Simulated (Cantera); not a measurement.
Input: 1 mol HgO, 0.19 mol O2, 19 mol H2, held at 0.920 bar.

Equilibrium computed with Cantera from the NASA thermochemical tables; the gas is ideal and each condensed phase is pure. Candidate condensed phases: H2O, Hg, HgO; 10 gas species. Kinetics and transport are ignored.

x: gas mole fraction; n: condensed amount in mol.

```csv
T (K),x H2,x H2O,x Hg,x H,n Hg(l)
450,0.917,0.0718,0.0113,<1e-12,0.783
550,0.881,0.0690,0.0500,<1e-12,0
650,0.881,0.0690,0.0500,<1e-12,0
750,0.881,0.0690,0.0500,<1e-12,0
850,0.881,0.0690,0.0500,___,0
950,0.881,0.0690,0.0500,___,0
1050,0.881,0.0690,0.0500,___,0
1150,0.881,0.0690,0.0500,___,0
1250,0.881,0.0690,0.0500,___,0
```

Task: Complete the blanks.

Result: 
- 850, x H: 2.01e-11
- 950, x H: 5.44e-10
- 1050, x H: 7.94e-9
- 1150, x H: 7.30e-8
- 1250, x H: 4.73e-7
